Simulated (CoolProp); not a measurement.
The fluid at 245.57 K and 0.152 MPa flows at 0.067 m/s in a round tube of 2 mm bore and 45 µm roughness, fully developed (64/Re and Nu = 3.66 if laminar; Colebrook and Gnielinski if turbulent). The same conditions are run with several fluids, on thermodynamics alone (safety and materials aside).

Model: reference Helmholtz-energy equation of state of each fluid (R410A: Lemmon 2003; CH2F2 (R32): Tillner-Roth 1997; nitrogen: Span 2000; sulfur hexafluoride: Guder 2009; dry air: Lemmon 2000), in CoolProp. Blends and air are pseudo-pure fits.

```json
[
 {"fluid": "R410A", "Reynolds number": "72.5", "Darcy friction factor": "0.883", "pressure drop (Pa/m)": "5.60", "heat-transfer coefficient (W/(m² K))": "17.4", "mass flow (kg/h)": "0.00428"},
 {"fluid": "CH2F2 (R32)", "Reynolds number": "49.3", "Darcy friction factor": "1.30", "pressure drop (Pa/m)": "5.88", "heat-transfer coefficient (W/(m² K))": "18.3", "mass flow (kg/h)": "0.00306"},
 {"fluid": "nitrogen", "Reynolds number": "18.3", "Darcy friction factor": "3.50", "pressure drop (Pa/m)": "8.19", "heat-transfer coefficient (W/(m² K))": "40.1", "mass flow (kg/h)": "0.00158"},
 {"fluid": "sulfur hexafluoride", "Reynolds number": "118", "Darcy friction factor": "0.543", "pressure drop (Pa/m)": "6.85", "heat-transfer coefficient (W/(m² K))": "16.7", "mass flow (kg/h)": "0.00852"},
 {"fluid": "dry air", "Reynolds number": "18.3", "Darcy friction factor": "3.50", "pressure drop (Pa/m)": "8.48", "heat-transfer coefficient (W/(m² K))": "40.7", "mass flow (kg/h)": "0.00164"}
]
```

Transport values come from each fluid's own correlations; those of CH2F2 (R32) are estimates that may be off by 10 % or more.
